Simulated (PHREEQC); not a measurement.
Make-up at 30 °C: 0.029 mol HF, 0.006 mol NH4F and 0.0024 mol H3PO4 per kg of water. Closed to the air; pH follows from the charge balance.

The numbers come from PHREEQC with the ion-association model, phreeqc.dat.

Each row changes one thing in this solution. No solid was allowed to form.

```csv
case,pH,ionic strength (mol/kgw),HF (mol/kgw),F- (mol/kgw),H2PO4- (mol/kgw),HF2- (mol/kgw)
as made,2.56,0.00902,0.0270,0.00659,0.00172,0.000707
H3PO4 replaced by KH2PO4 at the same molality,2.67,0.0107,0.0253,0.00808,0.00185,0.000813
diluted 10-fold with water,(withheld),0.00161,0.00209,0.00138,0.000210,1.15e-5
NH4F left out,2.32,(withheld),0.0249,0.00341,0.00142,0.000338
NH4F replaced by (NH4)2SO4 at the same molality,2.38,0.0207,0.0241,0.00409,0.00153,0.000392
diluted 2-fold with water,2.68,0.00524,0.0130,0.00410,0.000922,0.000212
```

Question: Complete the blanks.

Answer: 
- diluted 10-fold with water, pH: 3.02
- NH4F left out, ionic strength (mol/kgw): 0.00517
